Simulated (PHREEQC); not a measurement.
PHREEQC input (ion-association model, wateq4f.dat):

```
SOLUTION 1
  temp 20
  units mol/kgw
  pH 7 charge
  Cl 0.027
END
SELECTED_OUTPUT 1
  -reset false
  -pH true
  -pe true
  -ionic_strength true
  -water true
  -totals Ag C Cl C(-4) C(4)
  -molalities H+ Ag+ CO3-2 Cl- CO2 HCO3- O2 OH- AgCl AgCl2-
    AgCl3-2 AgCl4-3 AgOH Ag(OH)2-
  -equilibrium_phases Cerargyrite Ag2O Ag2CO3
PRINT
  -reset false
USE solution 1
EQUILIBRIUM_PHASES 1
  Cerargyrite 0 0.2
  Ag2O 0 0
  Ag2CO3 0 0
  O2(g) -0.68 10
  CO2(g) -5 10
END
# ... the last block is repeated for the other 10 points of log pCO2 (atm)
```

Selected output (columns that matter, 11 of 11 rows; log pCO2 (atm) added in front):

```
log pCO2 (atm)	pH	mu	C	m_H+	m_CO2
-5	1.6246	0.027	3.8944e-07	0.027	3.8943e-07
-4.5	1.6246	0.027	1.2315e-06	0.027	1.2315e-06
-4	1.6246	0.027	3.8944e-06	0.027	3.8943e-06
-3.5	1.6246	0.027	1.2315e-05	0.027	1.2315e-05
-3	1.6246	0.027	3.8944e-05	0.027	3.8943e-05
-2.5	1.6246	0.027	0.00012315	0.027	0.00012315
-2	1.6246	0.027	0.00038944	0.027	0.00038943
-1.5	1.6246	0.027	0.0012315	0.027	0.0012315
-1	1.6246	0.027	0.0038944	0.027	0.0038943
-0.5	1.6246	0.027	0.012315	0.027	0.012315
0	1.6246	0.027001	0.038944	0.027001	0.038943
```
